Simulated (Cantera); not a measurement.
Adiabatic ignition

An adiabatic, constant-volume homogeneous reactor starts with 7.94 % CO, 5.80 % H₂, 0.953 % CH₄, 18.0 % O₂, 67.4 % N₂, equivalence ratio 0.49, at 1250 K and 0.420 bar.

Cantera simulation using GRI-Mech 3.0 (53 species, 325 reactions); the numbers are that mechanism's predictions, not measurements.

```
t (s)     T (K)  P (bar)    x CO     x H₂    x CH₄     x NO₂     x HCO      x O    x CH₂O
--------  -----  -------  ------  -------  -------  --------  --------  -------  --------
6.00e-6    1250    0.420  0.0794   0.0580  0.00953    <1e-12    <1e-12  3.96e-9  2.46e-12
1.75e-5    1250    0.420  0.0794   0.0580  0.00953    <1e-12    <1e-12  2.06e-8  6.68e-11
5.13e-5    1250    0.420  0.0794   0.0580  0.00953    <1e-12  2.05e-11  7.60e-7   7.17e-9
0.000150   1531    0.515  0.0778   0.0125  9.59e-5  7.64e-11   2.22e-6   0.0165   1.09e-5
0.000438   2244    0.724  0.0248  0.00425   <1e-12   2.55e-8   1.17e-8   0.0155  1.59e-11
0.00128    2506    0.796  0.0131  0.00189   <1e-12   4.40e-7   1.99e-9  0.00622  7.20e-12
0.00375    2519    0.799  0.0121  0.00173   <1e-12   1.72e-6   1.71e-9  0.00559  6.70e-12
0.0110     2511    0.796  0.0118  0.00170   <1e-12   4.37e-6   1.62e-9  0.00532  6.40e-12
0.0320     2503    0.793  0.0115  0.00166   <1e-12   7.04e-6   1.52e-9  0.00505  6.10e-12
0.0936     2502    0.793  0.0115  0.00166   <1e-12   7.54e-6   1.50e-9  0.00500  6.05e-12
0.274      2502    0.793  0.0115  0.00166   <1e-12   7.55e-6   1.50e-9  0.00500  6.05e-12
0.800      2502    0.793  0.0115  0.00166   <1e-12   7.55e-6   1.50e-9  0.00500  6.05e-12
```
x: mole fraction; the columns are a selection and need not sum to one.

- time of steepest temperature rise = 0.141 ms
- temperature at 0.800 s = 2502 K
- equilibrium temperature = 2502 K
- x(CO) at 0.800 s = 0.0115 (gas-phase equilibrium 0.0115)
- x(H₂) at 0.800 s = 0.00166 (gas-phase equilibrium 0.00166)
- x(CH₄) at 0.800 s = <1e-12 (gas-phase equilibrium <1e-12)
